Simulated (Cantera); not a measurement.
**Gas-phase reforming**

An isothermal, constant-pressure homogeneous reactor starts with 43.5 % CH₄, 56.5 % H₂O, at 1700 K and 0.987 atm.

Computed with Cantera and GRI-Mech 3.0 (53 species, 325 reactions).

```json
[
 {"t (s)": "4.00e-5", "x CH₄": "0.433", "x H₂O": "0.565", "x CH₃": "0.000862", "x C₂H₄": "5.48e-5", "x CH₂": "8.19e-8", "x H₂": "0.000701"},
 {"t (s)": "0.000105", "x CH₄": "0.430", "x H₂O": "0.565", "x CH₃": "0.00134", "x C₂H₄": "0.000471", "x CH₂": "1.95e-7", "x H₂": "0.00248"},
 {"t (s)": "0.000276", "x CH₄": "0.420", "x H₂O": "0.562", "x CH₃": "0.00191", "x C₂H₄": "0.00302", "x CH₂": "3.91e-7", "x H₂": "0.0103"},
 {"t (s)": "0.000726", "x CH₄": "0.385", "x H₂O": "0.552", "x CH₃": "0.00203", "x C₂H₄": "0.0111", "x CH₂": "4.82e-7", "x H₂": "0.0423"},
 {"t (s)": "0.00191", "x CH₄": "0.314", "x H₂O": "0.522", "x CH₃": "0.00150", "x C₂H₄": "0.0119", "x CH₂": "3.54e-7", "x H₂": "0.118"},
 {"t (s)": "0.00502", "x CH₄": "0.224", "x H₂O": "0.481", "x CH₃": "0.000987", "x C₂H₄": "0.00529", "x CH₂": "2.65e-7", "x H₂": "0.219"},
 {"t (s)": "0.0132", "x CH₄": "0.135", "x H₂O": "0.438", "x CH₃": "0.000585", "x C₂H₄": "0.00294", "x CH₂": "2.05e-7", "x H₂": "0.320"},
 {"t (s)": "0.0346", "x CH₄": "0.0704", "x H₂O": "0.393", "x CH₃": "0.000313", "x C₂H₄": "0.00256", "x CH₂": "1.58e-7", "x H₂": "0.402"},
 {"t (s)": "0.0910", "x CH₄": "0.0407", "x H₂O": "0.337", "x CH₃": "0.000182", "x C₂H₄": "0.00247", "x CH₂": "1.13e-7", "x H₂": "0.467"},
 {"t (s)": "0.239", "x CH₄": "0.0306", "x H₂O": "0.264", "x CH₃": "0.000129", "x C₂H₄": "0.00205", "x CH₂": "6.87e-8", "x H₂": "0.531"},
 {"t (s)": "0.629", "x CH₄": "0.0226", "x H₂O": "0.186", "x CH₃": "8.88e-5", "x C₂H₄": "0.00137", "x CH₂": "3.50e-8", "x H₂": "0.596"},
 {"t (s)": "1.65", "x CH₄": "0.0145", "x H₂O": "0.123", "x CH₃": "5.41e-5", "x C₂H₄": "0.000668", "x CH₂": "1.55e-8", "x H₂": "0.649"},
 {"t (s)": "4.34", "x CH₄": "0.00752", "x H₂O": "0.0842", "x CH₃": "2.73e-5", "x C₂H₄": "0.000202", "x CH₂": "6.12e-9", "x H₂": "0.683"},
 {"t (s)": "11.4", "x CH₄": "0.00256", "x H₂O": "0.0679", "x CH₃": "9.20e-6", "x C₂H₄": "2.41e-5", "x CH₂": "1.78e-9", "x H₂": "0.699"},
 {"t (s)": "30.0", "x CH₄": "0.000357", "x H₂O": "0.0642", "x CH₃": "1.28e-6", "x C₂H₄": "4.49e-7", "x CH₂": "2.34e-10", "x H₂": "0.703"}
]
```
x: mole fraction; the columns are a selection and need not sum to one.

Equilibrium at this temperature and pressure: CH₄ 6.41e-7, H₂O 0.0638, CH₃ 2.30e-9, C₂H₄ 2.49e-12, CH₂ <1e-12, H₂ 0.704 (gas phase only).
